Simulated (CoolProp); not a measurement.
Vapour-liquid equilibrium of carbon dioxide (1) + CH3F (R41) (2) at 1.16 MPa; x and y are mole fractions of (1).

Computed with CoolProp (multi-fluid Helmholtz-energy mixture model, Span 1996 and Lemmon 2006; pair parameters Bell 2016).

Q: Give the bubble temperature and the first vapour's composition at x = 0.05, 0.35, 0.95. Is there an azeotrope?

A: x = 0.05: 252.7 K, y = 0.075; x = 0.35: 247.2 K, y = 0.450; x = 0.95: 237.9 K, y = 0.970. No azeotrope shows between x = 0.05 and 0.95.

Pair parameters are fitted to limited data, so mixtures are less certain than the pure fluids.
